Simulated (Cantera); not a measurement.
Charge: 1 mol Fe(CO)5, 1 mol O2, 0.14 mol N2, held at 82.5 Torr.

Cantera equilibrium calculation (NASA polynomials, part measured and part estimated; ideal gas, pure solids and liquids). Candidate condensed phases: C, Fe, Fe(CO)5, FeO, Fe2O3, Fe3O4; 27 gas species. The tables' stoichiometric FeO is somewhat more stable than real wüstite, so its field is too wide. FeO: taken at fixed stoichiometry. Rates play no part. All values below are at 927 °C.

Base state: CO 0.778, CO2 0.195, N2 0.0272 (mole fractions); condensed: FeO(s).

Task: What changes in the equilibrium state with this change: Fe(CO)5 replaced by HgO?

Result: 
```json
[
 {"species": "O2", "before": "<1e-9", "after": "0.568"},
 {"species": "Hg", "before": "0", "after": "0.379"},
 {"species": "N2", "before": "0.0272", "after": "0.0530"},
 {"species": "CO", "before": "0.778", "after": "0"},
 {"species": "CO2", "before": "0.195", "after": "0"},
 {"species": "NO", "before": "<1e-9", "after": "8.34e-5"},
 {"species": "FeO(s), mol", "before": "1.00", "after": "0"}
]
```
Further candidate phases: Hg, HgO.
